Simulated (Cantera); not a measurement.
An adiabatic, constant-volume homogeneous reactor starts with H2 : O2 : N2 : H2O = 1 : 0.278 : 1.04 : 0.2 (molar parts), equivalence ratio 1.8, at 1325 K and 5.00 bar.

Cantera simulation using GRI-Mech 3.0 (53 species, 325 reactions); the numbers are that mechanism's predictions, not measurements. The hydrogen kinetics of GRI-Mech 3.0 are dated; newer H2 mechanisms differ, most at raised pressure.

One state of this run: T (K) = 2938; P (bar) = 10.0; x H2 = 0.193; x O2 = 0.000363; x H2O = 0.320; x NO = 0.00140; x H2O2 = 3.04e-7; x OH = 0.00951; x N2O = 1.91e-7. x: mole fraction; the columns are a selection and need not sum to one.

Q: Which value of t (s) does it belong to?
A. 4.00e-6
B. 0.00118
C. 6.88e-5
D. 1.66e-5

A: B, 0.00118
